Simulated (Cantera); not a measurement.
A perfectly stirred reactor is fed with H₂ : O₂ : N₂ = 0.043 : 1 : 0.51 (molar parts), at 2670 Pa; it is held at 1050 K, and followed from long to short residence time.

Cantera simulation using GRI-Mech 3.0 (53 species, 325 reactions); the numbers are that mechanism's predictions, not measurements. Radical loss at walls, strong at low pressure, is not modelled.

Q: What does this change do: temperature 1050 to 1350 K?

A: 
```json
[
 {"quantity": "x(H₂) at τ = 0.560 s", "before": "0.000263", "after": "8.90e-5"},
 {"quantity": "x(O₂) at τ = 0.560 s", "before": "0.638", "after": "0.636"},
 {"quantity": "x(NO) at τ = 0.560 s", "before": "1.05e-8", "after": "1.73e-7"},
 {"quantity": "x(H) at τ = 0.560 s", "before": "7.21e-5", "after": "0.000142"},
 {"quantity": "x(H₂O₂) at τ = 0.560 s", "before": "1.06e-7", "after": "3.63e-8"},
 {"quantity": "x(H₂) at τ = 52.0 ms", "before": "0.001000", "after": "0.000335"},
 {"quantity": "x(O₂) at τ = 52.0 ms", "before": "0.636", "after": "0.630"},
 {"quantity": "x(NO) at τ = 52.0 ms", "before": "2.87e-8", "after": "2.02e-7"},
 {"quantity": "x(H) at τ = 52.0 ms", "before": "0.000659", "after": "0.000983"},
 {"quantity": "x(H₂O₂) at τ = 52.0 ms", "before": "1.72e-7", "after": "5.86e-8"}
]
```
